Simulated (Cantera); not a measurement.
An isothermal, constant-pressure homogeneous reactor starts with CH4 : H2O : N2 = 1 : 1.2 : 0.0063 (molar parts), at 1373 K and 90000 Pa.

Computed with Cantera and GRI-Mech 3.0 (53 species, 325 reactions).

x: mole fraction; the columns are a selection and need not sum to one.

```json
[
 {"t (s)": "1.00e-5", "x CH4": "0.453", "x H2O": "0.544", "x C2H2": "<1e-12", "x O": "<1e-12", "x H2O2": "<1e-12", "x OH": "5.36e-10"},
 {"t (s)": "4.78e-5", "x CH4": "0.453", "x H2O": "0.544", "x C2H2": "<1e-12", "x O": "<1e-12", "x H2O2": "<1e-12", "x OH": "___"},
 {"t (s)": "0.000229", "x CH4": "0.453", "x H2O": "0.544", "x C2H2": "1.87e-12", "x O": "<1e-12", "x H2O2": "<1e-12", "x OH": "___"},
 {"t (s)": "0.00109", "x CH4": "0.453", "x H2O": "0.544", "x C2H2": "8.60e-10", "x O": "<1e-12", "x H2O2": "<1e-12", "x OH": "___"},
 {"t (s)": "0.00524", "x CH4": "0.453", "x H2O": "0.544", "x C2H2": "7.25e-8", "x O": "<1e-12", "x H2O2": "<1e-12", "x OH": "___"},
 {"t (s)": "0.0250", "x CH4": "0.452", "x H2O": "0.544", "x C2H2": "5.95e-6", "x O": "<1e-12", "x H2O2": "<1e-12", "x OH": "___"},
 {"t (s)": "0.120", "x CH4": "0.446", "x H2O": "0.542", "x C2H2": "0.000519", "x O": "<1e-12", "x H2O2": "<1e-12", "x OH": "___"},
 {"t (s)": "0.573", "x CH4": "0.414", "x H2O": "0.531", "x C2H2": "0.00960", "x O": "<1e-12", "x H2O2": "<1e-12", "x OH": "___"},
 {"t (s)": "2.74", "x CH4": "0.316", "x H2O": "0.493", "x C2H2": "0.0397", "x O": "<1e-12", "x H2O2": "<1e-12", "x OH": "4.28e-8"},
 {"t (s)": "13.1", "x CH4": "0.176", "x H2O": "0.423", "x C2H2": "0.0677", "x O": "<1e-12", "x H2O2": "<1e-12", "x OH": "4.47e-8"},
 {"t (s)": "62.7", "x CH4": "0.165", "x H2O": "0.329", "x C2H2": "0.0410", "x O": "<1e-12", "x H2O2": "<1e-12", "x OH": "___"},
 {"t (s)": "300", "x CH4": "0.139", "x H2O": "0.220", "x C2H2": "0.0141", "x O": "<1e-12", "x H2O2": "<1e-12", "x OH": "___"}
]
```

Question: Complete the blanks.

Answer: 
- 4.78e-5, x OH: 2.28e-9
- 0.000229, x OH: 1.01e-8
- 0.00109, x OH: 2.48e-8
- 0.00524, x OH: 3.01e-8
- 0.0250, x OH: 4.36e-8
- 0.120, x OH: 5.71e-8
- 0.573, x OH: 5.17e-8
- 62.7, x OH: 3.35e-8
- 300, x OH: 1.98e-8
